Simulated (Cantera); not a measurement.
Charge: 1 mol Si3N4, 0.14 mol O2, 9.3 mol H2, at 3.50 mbar.

These are equilibrium values from Cantera (NASA tables, ideal gas, pure condensed phases), not measurements of a reactor. Candidate condensed phases: H2O, Si, SiO2, Si2N2O, Si3N4; 35 gas species. The tables' values for SiN are old estimates; treat these amounts as uncertain. Gases not in the tables: Si2H6 and higher silanes. Equilibrium is a limit: real reactors are often held back by kinetics, nucleation or transport.

Task: At 1702 °C, list the 6 most abundant gas species with their mole fractions, and the condensed phases.

Result: H2 0.777, N2 0.169, SiO 0.0237, H 0.0204, Si 0.00924, SiH 0.000347. Condensed: Si(l).
